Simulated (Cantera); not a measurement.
A Cantera script and its output.

```python
import numpy as np
import cantera as ct

gas = ct.Solution("gri30.yaml")
gas.TPX = 1250, 37000, {'N2O': 1, 'O2': 0.095}
inlet = ct.Reservoir(gas, clone=True)

reactor = ct.IdealGasConstPressureReactor(gas, energy="off", clone=False)
exhaust = ct.Reservoir(gas, clone=True)
tau = [0.94, 0.35, 0.13, 0.049, 0.019, 0.0069, 0.0026, 0.00097, 0.00037][0]
for a, b in ((inlet, reactor), (reactor, exhaust)):
    ct.MassFlowController(a, b, mdot=lambda t: reactor.mass / tau)
net = ct.ReactorNet([reactor])
show = ['N2O', 'O2', 'NO', 'N2', 'NO2', 'O']

rows = []
print(f"{'tau/s':>10s}{'T/K':>9s}" + "".join(f"{s:>11s}" for s in show))
for tau in [0.94, 0.35, 0.13, 0.049, 0.019, 0.0069, 0.0026, 0.00097, 0.00037]:
    net.initial_time = 0.0
    net.advance(30 * tau)
    before = gas.X
    net.advance(40 * tau)
    drift = np.max(np.abs(gas.X - before) / (gas.X + 1e-9))
    rows.append([gas.T, *gas[show].X, drift])
    print(f"{tau:10.3e}{gas.T:9.1f}" + "".join(f"{x:11.3e}" for x in gas[show].X))
```

Output:

```
     tau/s      T/K        N2O         O2         NO         N2        NO2          O
 9.400e-01   1250.0  5.286e-01  1.914e-01  3.168e-02  2.482e-01  1.199e-04  3.457e-06
 3.500e-01   1250.0  7.146e-01  1.406e-01  1.682e-02  1.280e-01  6.129e-05  3.646e-06
 1.300e-01   1250.0  8.269e-01  1.101e-01  7.393e-03  5.556e-02  2.485e-05  3.728e-06
 4.900e-02   1250.0  8.785e-01  9.614e-02  2.987e-03  2.234e-02  8.399e-06  3.759e-06
 1.900e-02   1250.0  8.994e-01  9.048e-02  1.190e-03  8.878e-03  2.371e-06  3.768e-06
 6.900e-03   1250.0  9.082e-01  8.812e-02  4.365e-04  3.255e-03  4.740e-07  3.767e-06
 2.600e-03   1250.0  9.113e-01  8.727e-02  1.646e-04  1.229e-03  8.171e-08  3.755e-06
 9.700e-04   1250.0  9.125e-01  8.695e-02  6.094e-05  4.571e-04  1.218e-08  3.720e-06
 3.700e-04   1250.0  9.130e-01  8.683e-02  2.270e-05  1.725e-04  1.748e-09  3.631e-06
```

Model: GRI-Mech 3.0 (53 species, 325 reactions), integrated in Cantera. GRI-Mech 3.0 was tuned for natural gas; its chemistry of N2O as a main component is partial and can be far from experiment. The mechanism lacks the step 2 NO + O2 → 2 NO2, which can matter for NO2 below about 1400 K. The temperature is held fixed by assumption; the heat of reaction is taken as removed at once.
